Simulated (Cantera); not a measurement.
## Equilibrium for silicon oxide and oxynitride deposition: SiCl4 + N2O

Input: 1 mol SiCl4, 1 mol N2O, at 6.90 mbar.

Equilibrium computed with Cantera from the NASA thermochemical tables; the gas is ideal and each condensed phase is pure. Candidate condensed phases: Si, SiO2, Si2N2O, Si3N4; 23 gas species. The tables' values for SiCl3 are old estimates; treat these amounts as uncertain. The tables hold silica as quartz up to 1696 K and as liquid above; real silica turns to tridymite and cristobalite and melts near 1996 K. Rates play no part.

| T (K) | x N2 | x Cl2 | x SiCl4 | x Cl | x SiCl3 | x NO | n SiO2(α-quartz) | n SiO2(β-quartz) |
|---|---|---|---|---|---|---|---|---|
| 798 | 0.400 | 0.400 | 0.200 | 6.80e-5 | <1e-12 | <1e-12 | 0.500 | 0 |
| 898 | 0.400 | 0.400 | 0.200 | 0.000542 | 6.41e-11 | 1.45e-11 | 0 | 0.500 |
| 998 | 0.399 | 0.398 | 0.200 | 0.00286 | 2.38e-9 | 2.56e-10 | 0 | 0.500 |
| 1098 | 0.398 | 0.392 | 0.199 | 0.0111 | 4.57e-8 | 2.64e-9 | 0 | 0.500 |
| 1198 | 0.393 | 0.376 | 0.197 | 0.0342 | 5.35e-7 | 1.80e-8 | 0 | 0.500 |
| 1298 | 0.383 | 0.340 | 0.191 | 0.0856 | 4.35e-6 | 8.49e-8 | 0 | 0.500 |
| 1398 | 0.365 | 0.276 | 0.182 | 0.177 | 2.70e-5 | 2.84e-7 | 0 | 0.500 |
x: gas mole fraction; n: condensed amount in mol.

At 798 K the condensed part is SiO2(α-quartz). From 898 K to 1398 K the condensed part is SiO2(β-quartz). The main Si-bearing gas is SiCl4 throughout.
